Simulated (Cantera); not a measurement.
Feed: 1 mol FeCl₂, 0.84 mol O₂, a varied amount of H₂, 0.28 mol HCl, held at 2023 K and 0.133 bar.

Equilibrium computed with Cantera from the NASA thermochemical tables; the gas is ideal and each condensed phase is pure. Candidate condensed phases: Fe, FeCl₂, FeCl₃, FeO, Fe(OH)₂, Fe(OH)₃, Fe₂O₃, Fe₃O₄, H₂O; 22 gas species. Each liquid is taken as pure. Mutual solubility and eutectic melting of coexisting phases are not modelled. The tables' stoichiometric FeO is somewhat more stable than real wüstite, so its field is too wide. FeO: taken at fixed stoichiometry. Equilibrium is a limit: real reactors are often held back by kinetics, nucleation or transport.

What share of the Fe ends up in condensed phases as a function of n(H₂) (mol), at 4.5, 5.5, 6.6, 8.1, 9.8, 12, 14, 17, 21, 26, 31, 38?


| n(H₂) (mol) | Fe condensed (%) | as |
|---|---|---|
| 4.5 | 40.1 | Fe(l) + FeO(l) |
| 5.5 | 43.7 | Fe(l) + FeO(l) |
| 6.6 | 48.2 | Fe(l) |
| 8.1 | 53.2 | Fe(l) |
| 9.8 | 57.4 | Fe(l) |
| 12 | 61.4 | Fe(l) |
| 14 | 64.0 | Fe(l) |
| 17 | 66.8 | Fe(l) |
| 21 | 69.2 | Fe(l) |
| 26 | 70.9 | Fe(l) |
| 31 | 71.6 | Fe(l) |
| 38 | 71.7 | Fe(l) |
